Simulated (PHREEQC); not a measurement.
A made-up water analysis in mg/kgw, 89 °C, pH 7.04, pe 2.3: Na 172; K 81.4; Ca 11.9; Mg 16.9; Cl 68.2; S(6) as SO4 235; Alkalinity as HCO3 290; Zn 0.878; Li 0.39; Br 20.2.

Valence states are taken as typed.

Model: ion-association model, phreeqc.dat, run in PHREEQC.

Precipitation was switched off in this run.

Problem. Order these Mg species by the share of Mg that they hold, largest first: Mg+2, MgHCO3+, MgSO4, MgOH+, MgCO3.

Solution. Mg+2 (58 %), MgSO4 (38 %), MgHCO3+ (3.5 %), MgCO3 (0.29 %), MgOH+ (0.18 %)

The pH is 7.04 and the ionic strength 0.0136 mol/kgw. Complexes and solids missing from the database can't appear. At this temperature some constants are extrapolated from 25 °C, and those without enthalpy data are left unchanged. The database's zinc carbonate complexes are estimates, stronger than later reviews accept.
